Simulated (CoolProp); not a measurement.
Properties of ethanol along the isobar 2.75 MPa (Tc = 514.7 K, pc = 6.268 MPa, ω = 0.644).

Model: reference Helmholtz-energy equation of state, Schroeder 2014, in CoolProp.

```
T (K)   phase  expansivity (1/kK)  viscosity (µPa s)  Prandtl number  fugacity coefficient
-----  ------  ------------------  -----------------  --------------  --------------------
248.8  liquid               1.015               3300            39.5              9.352e-5
263.9  liquid               1.024               2280            29.0             0.0003175
278.9  liquid               1.040               1630            22.1             0.0009235
294    liquid               1.066               1190            17.3              0.002389
309    liquid               1.104                899            13.9              0.005525
324.1  liquid               1.158                691            11.4               0.01172
339.1  liquid               1.231                543            9.62               0.02286
354.2  liquid               1.328                433            8.22               0.04174
369.2  liquid               1.455                351            7.14               0.07138
384.3  liquid               1.624                287            6.27                0.1159
399.3  liquid               1.846                237            5.56                0.1787
414.4  liquid               2.139                196            4.94                0.2641
429.4  liquid               2.517                162            4.40                0.3739
444.5  liquid               3.024                134            3.89                0.5114
459.5  liquid               3.793                110            3.46                0.6749
474.6     gas               7.332               14.6            1.15                0.8045
```

Viscosity comes from a separate model (Kiselev 2005). Thermal conductivity comes from a separate model (Assael 2013).
